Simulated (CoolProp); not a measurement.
Vapour-liquid equilibrium of R22 (1) + benzene (2) at 285.9 K; x and y are mole fractions of (1).

Model: multi-fluid Helmholtz-energy mixture model, Kamei 1995 and Thol 2012; pair parameters Bell 2016, in CoolProp.

### Question
Give the bubble pressure and the first vapour's composition at x = 0.125, 0.5, 0.8. Is there an azeotrope?

### Answer
x = 0.125: 0.1129 MPa, y = 0.942; x = 0.5: 0.3578 MPa, y = 0.987; x = 0.8: 0.5759 MPa, y = 0.996. No azeotrope shows between x = 0.05 and 0.95.

Pair parameters are fitted to limited data, so mixtures are less certain than the pure fluids. The gap from Raoult's law changes sign with composition, which may be real or a fault of the pair parameters; it wasn't checked against measurements.
